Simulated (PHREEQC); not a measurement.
PHREEQC input (Pitzer model, pitzer.dat):

```
SOLUTION 1
  temp 15
  units mol/kgw
  pH 7 charge
  Cl 0.164
  K 0.1
  Na 0.064
END
USE solution 1
INCREMENTAL_REACTIONS false
REACTION 1
  H2O -1
  0 9.886 18.011 24.689 30.178 34.689 38.397 41.444
  43.949 46.007 47.699 49.089 50.232 51.172 51.944 52.578
  53.1 53.528 53.88 54.17 54.408 54.603 54.764 54.896
  55.005 55.094 55.168 55.228 moles
EQUILIBRIUM_PHASES 1
  Halite 0 0
  Sylvite 0 0
SELECTED_OUTPUT 1
  -reset false
  -pH true
  -pe true
  -ionic_strength true
  -water true
  -activities H2O
  -totals Cl K Na
  -molalities H+ Na+ K+ Cl- OH-
  -equilibrium_phases Halite Sylvite
PRINT
  -reset false
END
```

Selected output (columns that matter, 14 of 28 rows; water left (kg) added in front):

```
water left (kg)	pH	mu	Cl	K	Na	m_H+	m_Na+	m_K+	m_Cl-	m_OH-	la_H2O	Halite	Sylvite
1	7.1598	0.164	0.164	0.1	0.064	8.7585e-08	0.064	0.1	0.164	8.7585e-08	-0.0023599	0	0
0.675514	7.1544	0.24278	0.24278	0.14804	0.094743	8.9466e-08	0.094743	0.14804	0.24278	8.9466e-08	-0.003469	0	0
0.456313	7.1467	0.3594	0.3594	0.21915	0.14025	9.0817e-08	0.14025	0.21915	0.3594	9.0817e-08	-0.0051056	0	0
0.30824	7.1356	0.53205	0.53205	0.32442	0.20763	9.1239e-08	0.20763	0.32442	0.53205	9.1239e-08	-0.0075288	0	0
0.208215	7.1196	0.78765	0.78765	0.48027	0.30737	9.0189e-08	0.30737	0.48027	0.78765	9.0189e-08	-0.011135	0	0
0.140655	7.0967	1.166	1.166	0.71096	0.45501	8.6964e-08	0.45501	0.71096	1.166	8.6964e-08	-0.016546	0	0
0.0950203	7.0637	1.726	1.7259	1.0524	0.67354	8.0745e-08	0.67354	1.0524	1.7259	8.0745e-08	-0.024783	0	0
0.0527548	6.9865	3.1087	3.1087	1.8956	1.2132	6.4369e-08	1.2132	1.8956	3.1087	6.4369e-08	-0.04669	0	0
0.0356396	6.9093	4.6016	4.6016	2.8059	1.7958	4.9039e-08	1.7958	2.8059	4.6016	4.9039e-08	-0.073423	0	0
0.0240733	6.8267	5.5149	5.5149	2.8564	2.6585	4.1175e-08	2.6585	2.8564	5.5149	4.1175e-08	-0.093245	0	0.031238
0.0162724	6.7162	6.1944	6.1944	2.2614	3.9331	3.5643e-08	3.9331	2.2614	6.1944	3.5643e-08	-0.1124	0	0.063202
0.0109937	6.5995	6.9779	6.9779	1.7388	5.2391	2.9831e-08	5.2391	1.7388	6.9779	2.9831e-08	-0.13697	0.006403	0.080884
0.0074265	6.5995	6.9779	6.9779	1.7388	5.2391	2.9831e-08	5.2391	1.7388	6.9779	2.9831e-08	-0.13697	0.025092	0.087087
0.00501235	6.5995	6.9779	6.9779	1.7388	5.2391	2.9831e-08	5.2391	1.7388	6.9779	2.9831e-08	-0.13697	0.03774	0.091284
```
